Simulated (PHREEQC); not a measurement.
Model water analysis in mg/L, 93 °C, pH 6.26, pe -0.4:

```json
[
 {"constituent": "Na", "mg/L": "88.5"},
 {"constituent": "K", "mg/L": "60.4"},
 {"constituent": "Ca", "mg/L": "67.2"},
 {"constituent": "Mg", "mg/L": "2.69"},
 {"constituent": "Cl", "mg/L": "82.7"},
 {"constituent": "S(6) as SO4", "mg/L": "9.57"},
 {"constituent": "Alkalinity as HCO3", "mg/L": "403"},
 {"constituent": "Li", "mg/L": "0.0303"}
]
```

Valence states are taken as typed.

Computed with PHREEQC (ion-association model, phreeqc.dat).

Precipitation was switched off in this run.

Order these Mg species by the share of Mg that they hold, largest first: MgCO3, Mg+2, MgSO4, MgHCO3+.

Mg+2 (89 %), MgHCO3+ (8.2 %), MgSO4 (2.7 %), MgCO3 (0.11 %)

The pH is 6.26 and the ionic strength 0.0106 mol/kgw. Species that the database lacks are ignored. Constants without temperature data keep their 25 °C values here.
